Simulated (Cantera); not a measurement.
Feed: 1 mol CH3F, 0.078 mol CH4, 5.4 mol H2, equilibrated at 600 K and 173 Torr.

These are equilibrium values from Cantera (NASA tables, ideal gas, pure condensed phases), not measurements of a reactor. Candidate condensed phases: C, C6H6, C7H8, C8H18; 95 gas species. Kinetics and transport are ignored.

Base state: H2 0.679, CH4 0.166, HF 0.154 (mole fractions); condensed: gas only.

Task: What changes in the equilibrium state with this change: temperature from 600 K to 3100 K?

Result: 
| species | before | after |
|---|---|---|
| H2 | 0.679 | 0.517 |
| H | <1e-9 | 0.319 |
| HF | 0.154 | 0.110 |
| CH4 | 0.166 | 4.33e-6 |
| C2H2 (acetylene) | <1e-9 | 0.0426 |
| C2H | <1e-9 | 0.00518 |
| C3 | <1e-9 | 0.00380 |
| C4H2 | <1e-9 | 0.00146 |
| C(graphite), mol | 0 | 0.0299 |

Task: What changes in the equilibrium state with this change: temperature from 600 K to 2550 K?

Result: 
```json
[
 {"species": "H2", "before": "0.679", "after": "0.802"},
 {"species": "HF", "before": "0.154", "after": "0.128"},
 {"species": "H", "before": "<1e-9", "after": "0.0583"},
 {"species": "CH4", "before": "0.166", "after": "2.05e-5"},
 {"species": "C2H2 (acetylene)", "before": "<1e-9", "after": "0.0107"},
 {"species": "C2H", "before": "<1e-9", "after": "6.17e-5"},
 {"species": "C4H2", "before": "<1e-9", "after": "5.87e-5"},
 {"species": "CH3", "before": "<1e-9", "after": "2.65e-5"},
 {"species": "F", "before": "<1e-9", "after": "2.21e-5"},
 {"species": "C(graphite), mol", "before": "0", "after": "0.908"}
]
```

Task: What changes in the equilibrium state with this change: pressure from 173 Torr to 0.0113 Torr?

Result: 
```tsv
species	before	after
H2	0.679	0.866
HF	0.154	0.132
CH4	0.166	0.00106
C(graphite), mol	0	1.07
```
